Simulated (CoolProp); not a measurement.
A single-stage vapour-compression cycle with R22: evaporating at 258.15 K (dew point), condensing at 299.15 K (bubble point), superheat 10 K, subcooling 0 K, compressor efficiency 0.6, no pressure losses. Each further row changes one setting.

Computed with CoolProp (reference Helmholtz-energy equation of state, Kamei 1995).

```
case                              cooling COP  pressure ratio  discharge temperature (K)  refrigerating effect (kJ/kg)  volumetric capacity (kJ/m³)
--------------------------------  -----------  --------------  -------------------------  ----------------------------  ---------------------------
as stated                                3.11            3.62                      358.9                           174                         2140
evaporating temperature 263.15 K         3.68            3.02                          ?                           177                         2570
condensing temperature 294.15 K             ?               ?                          ?                           181                         2220
subcooling 5 K                              ?            3.62                      358.9                           181                         2220
superheat 20 K                           3.09            3.62                      370.7                           181                            ?
compressor efficiency 0.5                2.59            3.62                      373.0                           174                         2140
```

Question: Complete the blanks.

Answer: 
- evaporating temperature 263.15 K, discharge temperature (K): 351.5
- condensing temperature 294.15 K, cooling COP: 3.63
- condensing temperature 294.15 K, pressure ratio: 3.16
- condensing temperature 294.15 K, discharge temperature (K): 349.0
- subcooling 5 K, cooling COP: 3.22
- superheat 20 K, volumetric capacity (kJ/m³): 2130
